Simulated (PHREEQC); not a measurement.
Dissolve 2.2 mmol/kgw CuCl2, 0.5 mmol/kgw H2SO4 and 90 mmol/kgw H3BO3 at 76 °C. Closed to the air; pH follows from the charge balance.

All values are PHREEQC results (ion-association model, phreeqc.dat), not measurements.

```
quantity                    before     after
------------------------  --------  --------
pH                            3.07      3.07
ionic strength (mol/kgw)   0.00734   0.00129
SO4-2 (mol/kgw)           0.000338  0.000394
HSO4- (mol/kgw)            7.61e-5  0.000106
H2BO3- (mol/kgw)           1.50e-7   1.40e-7
```

Name the change that produced these shifts.
A) 0.0064 mol/kgw HBr added
B) CuCl2 left out
C) CuCl2 from 0.0022 to 0.022 mol/kgw
D) H3BO3 from 0.09 to 0.099 mol/kgw
E) CuCl2 from 0.0022 to 0.0044 mol/kgw

B, CuCl2 left out

This is a speciation only: nothing precipitates in the calculation. Away from 25 °C the constants follow the database's enthalpies or fits; those with neither stay at their 25 °C values.
